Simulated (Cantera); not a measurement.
Input (Python, Cantera) and output of one run.

```python
import numpy as np
import cantera as ct

gas_names = """
    AL ALN ALO ALO2 AL2 AL2O AL2O2 N NO NO2 NO3 N2 N2O O O2 O3
""".split()
cond_names = """
    AL(cr) AL(L) ALN(s) AL2O3(a) AL2O3(L)
""".split()


# ... load() reads the species with a 1 bar reference pressure and builds the phases ...
atoms = {
    'Al': {'AL': 1},
    'N2O': {'N': 2, 'O': 1},
    'N2': {'N': 2},
}
top_T = {'ALN(s)': 2750}  # K; cautious upper limits of use, not melting points


# ... equilibrate(T, P, feed) seeds the gas with the atoms and calls Mixture.equilibrate('TP', solver="vcs", rtol=1e-11, max_steps=5000) ...
results = []
feed = {'Al': 1, 'N2O': 3.2, 'N2': 3.3}  # mol
P = 17  # Pa
for T in [823, 1023, 1223, 1423, 1623, 1823, 2023, 2223]:
    mix = equilibrate(T, P, feed)
    results.append((T, P, feed, dict(zip(mix.species_names, mix.species_moles))))

top = {s: max(r[3][s] / sum(r[3][g] for g in gas_names) for r in results) for s in gas_names}
cols = sorted((s for s in top if top[s] > 1e-06), key=lambda s: -top[s])[:8]
seen = [c for c in cond_names if any(r[3].get(c, 0) > 1e-12 for r in results)]
print("log10 of partial pressures in bar; condensed amounts in mol")
print(f"{'T/K':>10s}" + "".join(f"{s[:9]:>10s}" for s in cols + seen))
for T, P, feed, n in results:
    ng = sum(n[g] for g in gas_names)
    print(f"{T:10.4g}" + "".join(f"{np.log10(max(n[s] / ng * P / 1e5, 1e-99)):10.3f}" for s in cols)
          + "".join(f"{n.get(c, 0):10.4g}" for c in seen))
```

Result:

```
log10 of partial pressures in bar; condensed amounts in mol
       T/K        N2        O2         O        NO       ALO        AL         N  AL2O3(a)
       823    -3.823    -4.706   -14.991    -9.405   -43.661   -55.369   -28.789       0.5
      1023    -3.823    -4.706   -11.860    -8.271   -32.528   -40.956   -22.881       0.5
      1223    -3.823    -4.707    -9.747    -7.508   -25.064   -31.283   -18.898       0.5
      1423    -3.823    -4.708    -8.225    -6.960   -19.717   -24.348   -16.029       0.5
      1623    -3.823    -4.711    -7.076    -6.547   -15.702   -19.137   -13.865       0.5
      1823    -3.825    -4.721    -6.182    -6.230   -12.576   -15.076   -12.174       0.5
      2023    -3.829    -4.762    -5.480    -5.993   -10.069   -11.805   -10.816       0.5
      2223    -3.840    -4.895    -4.953    -5.853    -7.994    -9.056    -9.706    0.4998
```

Equilibrium computed with Cantera from the NASA thermochemical tables; the gas is ideal and each condensed phase is pure.
